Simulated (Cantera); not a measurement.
Input (Python, Cantera):

```python
import numpy as np
import cantera as ct

gas = ct.Solution("gri30.yaml")
gas.TPX = 1348, 13332, {'N2O': 1, 'H2': 0.0057, 'N2': 0.85}
reactor = ct.IdealGasConstPressureReactor(gas, energy="off", clone=False)
net = ct.ReactorNet([reactor])
net.rtol, net.atol = 1e-08, 1e-18
show = ['N2O', 'H2', 'O', 'NO2', 'OH', 'H2O', 'O2']
times = np.geomspace(0.0009, 20, 10)

steps = ct.SolutionArray(gas, extra=["t"])
rows = []
print(f"{'t/s':>10s}{'T/K':>9s}{'P/Pa':>11s}" + "".join(f"{s:>11s}" for s in show))
for t in times:
    while net.time < t:
        t_next = net.step()
        steps.append(gas.state, t=t_next)
    rows.append([np.interp(t, steps.t, y) for y in (steps.T, steps.P, *steps(*show).X.T)])
    print(f"{t:10.3e}{rows[-1][0]:9.1f}{rows[-1][1]:11.4g}" + "".join(f"{x:11.3e}" for x in rows[-1][2:]))
rate = np.gradient(steps.T, steps.t)
print("integrator steps:", len(steps.t))
if steps.T.max() > steps.T[0] + 200:
    print(f"time of steepest temperature rise: {steps.t[rate.argmax()]:.4e} s")
gas.TPX = 1348, 13332, {'N2O': 1, 'H2': 0.0057, 'N2': 0.85}
gas.equilibrate("TP")
print(f"equilibrium (TP): T = {gas.T:.1f} K  " + "  ".join(f"{s} {gas[s].X[0]:.3e}" for s in show))
```

Result:

```
       t/s      T/K       P/Pa        N2O         H2          O        NO2         OH        H2O         O2
 9.000e-04   1348.0  1.333e+04  5.380e-01  2.781e-03  1.161e-05  3.644e-07  4.533e-05  2.596e-04  1.637e-04
 2.737e-03   1348.0  1.333e+04  5.358e-01  1.829e-03  1.237e-05  6.089e-06  5.832e-05  1.203e-03  5.642e-04
 8.321e-03   1348.0  1.333e+04  5.307e-01  5.851e-04  1.316e-05  3.569e-05  4.138e-05  2.455e-03  1.823e-03
 2.530e-02   1348.0  1.333e+04  5.189e-01  6.166e-05  1.340e-05  1.004e-04  2.469e-05  2.976e-03  5.557e-03
 7.694e-02   1348.0  1.333e+04  4.863e-01  3.473e-07  1.329e-05  1.357e-04  2.291e-05  3.000e-03  1.630e-02
 2.340e-01   1348.0  1.333e+04  4.015e-01  4.236e-08  1.307e-05  1.430e-04  2.430e-05  2.897e-03  4.434e-02
 7.114e-01   1348.0  1.333e+04  2.331e-01  4.698e-08  1.253e-05  1.179e-04  2.374e-05  2.693e-03  1.003e-01
 2.163e+00   1348.0  1.333e+04  5.532e-02  4.983e-08  9.850e-06  8.960e-05  2.043e-05  2.479e-03  1.600e-01
 6.577e+00   1348.0  1.333e+04  2.516e-03  1.039e-08  1.754e-06  1.116e-04  8.554e-06  2.421e-03  1.787e-01
 2.000e+01   1348.0  1.333e+04  3.170e-06  3.120e-09  4.788e-07  1.896e-04  4.468e-06  2.421e-03  1.797e-01
integrator steps: 1952
equilibrium (TP): T = 1348.0 K  N2O 1.273e-08  H2 2.868e-09  O 5.167e-07  NO2 1.764e-06  OH 4.641e-06  H2O 2.420e-03  O2 2.110e-01
```

Cantera simulation using GRI-Mech 3.0 (53 species, 325 reactions); the numbers are that mechanism's predictions, not measurements. GRI-Mech 3.0 was tuned for natural gas; its chemistry of N2O as a main component is partial and can be far from experiment. The mechanism lacks the step 2 NO + O2 → 2 NO2, which can matter for NO2 below about 1400 K. The temperature is held fixed by assumption; the heat of reaction is taken as removed at once.
